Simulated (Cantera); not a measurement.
An isothermal, constant-pressure homogeneous reactor starts with NH3 : H2 = 1 : 0.91 (molar parts), at 1700 K and 3100 Pa.

Cantera simulation using the gas-phase N/H chemistry of the illustrative SiF4/NH3 mechanism in the Surface Chemkin manual (1991); the numbers are that mechanism's predictions, not measurements. Walls and surfaces, which speed up NH3 decomposition in real reactors, are not modelled.

x: mole fraction; the columns are a selection and need not sum to one.

```json
[
 {"t (s)": "3.00e-6", "x NH3": "0.524", "x H2": "0.476", "x NH": "<1e-12", "x N2H2": "<1e-12", "x H": "9.37e-9", "x N2H4": "<1e-12"},
 {"t (s)": "1.33e-5", "x NH3": "0.524", "x H2": "0.476", "x NH": "<1e-12", "x N2H2": "<1e-12", "x H": "3.21e-8", "x N2H4": "<1e-12"},
 {"t (s)": "5.91e-5", "x NH3": "0.524", "x H2": "0.476", "x NH": "2.31e-12", "x N2H2": "<1e-12", "x H": "1.20e-7", "x N2H4": "<1e-12"},
 {"t (s)": "0.000262", "x NH3": "0.524", "x H2": "0.476", "x NH": "7.39e-11", "x N2H2": "1.34e-11", "x H": "5.10e-7", "x N2H4": "<1e-12"},
 {"t (s)": "0.00116", "x NH3": "0.524", "x H2": "0.476", "x NH": "?", "x N2H2": "5.63e-10", "x H": "2.24e-6", "x N2H4": "9.48e-12"},
 {"t (s)": "0.00516", "x NH3": "0.524", "x H2": "0.476", "x NH": "?", "x N2H2": "1.48e-8", "x H": "9.89e-6", "x N2H4": "1.94e-10"},
 {"t (s)": "0.0229", "x NH3": "0.523", "x H2": "0.476", "x NH": "?", "x N2H2": "3.45e-7", "x H": "4.18e-5", "x N2H4": "3.49e-9"},
 {"t (s)": "0.102", "x NH3": "0.521", "x H2": "0.478", "x NH": "1.75e-6", "x N2H2": "1.23e-6", "x H": "7.35e-5", "x N2H4": "1.06e-8"},
 {"t (s)": "0.451", "x NH3": "0.512", "x H2": "0.484", "x NH": "1.74e-6", "x N2H2": "1.20e-6", "x H": "7.50e-5", "x N2H4": "1.04e-8"},
 {"t (s)": "2.00", "x NH3": "0.474", "x H2": "0.510", "x NH": "1.71e-6", "x N2H2": "1.07e-6", "x H": "8.11e-5", "x N2H4": "9.36e-9"}
]
```

Problem. Some entries are withheld; supply them.

Solution. 
- 0.00116, x NH: 1.65e-9
- 0.00516, x NH: 3.32e-8
- 0.0229, x NH: 5.83e-7
